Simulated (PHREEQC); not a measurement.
A solution holds 1.3 mmol/kgw FeCl3, 4.4 mmol/kgw CuCl2, 1 mmol/kgw NaHCO3 and 0.16 mmol/kgw NaCl, at 25 °C. Closed to the air; pH follows from the charge balance.

All values are PHREEQC results (ion-association model, wateq4f.dat), not measurements.

```json
[
 {"quantity": "pH", "before": "3.32", "after": "5.85"},
 {"quantity": "ionic strength (mol/kgw)", "before": "0.0184", "after": "0.0129"},
 {"quantity": "CuCl+ (mol/kgw)", "before": "8.92e-5", "after": "5.61e-5"},
 {"quantity": "CuHCO3+ (mol/kgw)", "before": "1.38e-6", "after": "0.000220"},
 {"quantity": "HCO3- (mol/kgw)", "before": "1.05e-6", "after": "0.000186"},
 {"quantity": "CuCl2 (mol/kgw)", "before": "4.63e-7", "after": "2.12e-7"},
 {"quantity": "SI of Tenorite (CuO)", "before": "-3.57", "after": "+1.46"},
 {"quantity": "SI of Atacamite (Cu2(OH)3Cl)", "before": "-4.52", "after": "+2.86"}
]
```

### Question
Which change was made?
(A) FeCl3 left out
(B) diluted 2-fold with water
(C) 0.0046 mol/kgw HCl added
(D) temperature from 25 to 5 °C
(E) NaCl replaced by Na2HPO4 at the same molality

### Answer
A, FeCl3 left out

No solid was allowed to form. Some of these states are supersaturated (in Fe(OH)3(a), Hematite (slow to form), Malachite, for instance).
